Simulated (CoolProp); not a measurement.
Saturation properties of tetrahydrofuran (Tc = 540.2 K, pc = 53.04 bar, ω = 0.234).

The numbers come from the reference Helmholtz-energy equation of state, Fiedler 2023 in CoolProp.

```tsv
T (K)	p (bar)	liquid density (kg/m³)	enthalpy of vaporisation (kJ/kg)	vapour Z
352.6	1.541	819.9	406.1	0.9615
357.8	1.792	813.6	402.0	0.9570
363	2.075	807.4	397.9	0.9521
368.2	2.390	801.0	393.7	0.9468
373.5	2.749	794.5	389.3	0.9411
378.7	3.139	788.0	385.0	0.9351
383.9	3.570	781.4	380.5	0.9288
389.1	4.045	774.8	375.9	0.9220
394.4	4.577	767.9	371.2	0.9147
399.6	5.148	761.0	366.4	0.9071
404.8	5.772	754.1	361.4	0.8991
```

It boils at 339.1 K under 1 atm.
